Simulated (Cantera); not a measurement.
Charge: 1 mol AlBr3, 30 mol N2O, 8.3 mol H2, held at 1998.15 K and 160 Pa.

These are equilibrium values from Cantera (NASA tables, ideal gas, pure condensed phases), not measurements of a reactor. Candidate condensed phases: Al, AlBr3, AlN, Al2O3, Br2, H2O; 41 gas species. Rates play no part.

Base state: N2 0.576, O2 0.188, H2O 0.149, Br 0.0551, OH 0.0120, O 0.00714, NO 0.00615, HBr 0.00279 (mole fractions); condensed: Al2O3(s).

Problem. What changes in the equilibrium state with this change: temperature from 1998.15 K to 2025 K?

Solution. 
```tsv
species	before	after
N2	0.576	0.574
O2	0.188	0.186
H2O	0.149	0.147
O	0.00714	0.00872
OH	0.0120	0.0136
Br	0.0551	0.0550
H	0.00199	0.00262
H2	0.00245	0.00297
NO	0.00615	0.00659
HBr	0.00279	0.00271
Al2O3(s), mol	0.500	0.500
```

Problem. What changes in the equilibrium state with this change: temperature from 1998.15 K to 2198.15 K?

Solution. 
```
species         before    after
-------------  -------  -------
N2               0.576    0.559
O2               0.188    0.173
H2O              0.149    0.127
O              0.00714   0.0278
H              0.00199   0.0129
OH              0.0120   0.0265
Br              0.0551   0.0542
AlO2H          2.69e-6  3.37e-5
H2             0.00245  0.00859
NO             0.00615  0.00960
HBr            0.00279  0.00219
Al2O3(s), mol    0.500    0.499
```

Problem. What changes in the equilibrium state with this change: N2O from 30 to 0.81 mol?

Solution. 
```tsv
species	before	after
H2	0.00245	0.642
Br	0.0551	0.119
HBr	0.00279	0.0975
N2	0.576	0.0690
O2	0.188	<1e-9
AlBr	1.86e-9	0.0392
OH	0.0120	4.27e-6
H2O	0.149	0.000857
H	0.00199	0.0322
Al	<1e-9	0.000482
NO	0.00615	4.68e-8
Al2O	<1e-9	6.15e-5
Al2O3(s), mol	0.500	0.266
```
The tables' values for AlOH are old estimates; treat these amounts as uncertain.
